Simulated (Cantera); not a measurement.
Charge: 1 mol SiH2Cl2, 1.5 mol H2O, a varied amount of H2, at 2073 K and 13300 Pa.

These are equilibrium values from Cantera (NASA tables, ideal gas, pure condensed phases), not measurements of a reactor. Candidate condensed phases: H2O, Si, SiO2; 30 gas species. The tables hold silica as quartz up to 1696 K and as liquid above; real silica turns to tridymite and cristobalite and melts near 1996 K. Equilibrium is a limit: real reactors are often held back by kinetics, nucleation or transport.

Question: Which condensed phases are stable at each of these points (n(H2) (mol)): 1, 1.5, 2.2, 3.2, 4.7, 6.8, 9.9, 14, 21?

Answer: 
```tsv
n(H2) (mol)	condensed phases	Si condensed (%)
1	SiO2(l)	46.4
1.5	SiO2(l)	45.3
2.2	SiO2(l)	43.5
3.2	SiO2(l)	40.8
4.7	SiO2(l)	36.4
6.8	SiO2(l)	29.5
9.9	SiO2(l)	18.6
14	SiO2(l)	3.4
21	gas only	0.0
```

From 1 mol H2 to 14 mol H2 the condensed part is SiO2(l). At 21 mol H2 nothing is condensed.
